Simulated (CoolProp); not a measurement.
R245ca along the isobar 4.99 MPa: density (kg/m³) from the reference equation and from simpler models built on Tc = 447.6 K, pc = 3.941 MPa, ω = 0.355; each cubic takes its own stable root.

The numbers come from the reference Helmholtz-energy equation of state, Zhou 2016 in CoolProp.

```
T (K)          phase  reference
-----  -------------  ---------
361.4         liquid       1234
368.2         liquid       1214
375           liquid       1193
381.8         liquid       1171
388.7         liquid       1148
395.5         liquid       1124
402.3         liquid       1098
409.1         liquid       1071
415.9         liquid       1041
422.7         liquid       1009
429.6         liquid      971.5
436.4         liquid      928.7
443.2         liquid      876.5
450    supercritical      807.2
```

### Question
How far does each simpler model (van der Waals, Redlich-Kwong, Soave-Redlich-Kwong, Peng-Robinson) lie from the reference over these 14 states: mean and median of the absolute difference, and the worst?

### Answer
- van der Waals: mean 35.6 %, median 36.3 %, worst -37.3 % at 361.4 K and 4.99 MPa
- Redlich-Kwong: mean 15.7 %, median 15.6 %, worst -18.3 % at 443.2 K and 4.99 MPa
- Soave-Redlich-Kwong: mean 12.2 %, median 11.4 %, worst -18.7 % at 450 K and 4.99 MPa
- Peng-Robinson: mean 3.5 %, median 2.9 %, worst -10.3 % at 450 K and 4.99 MPa
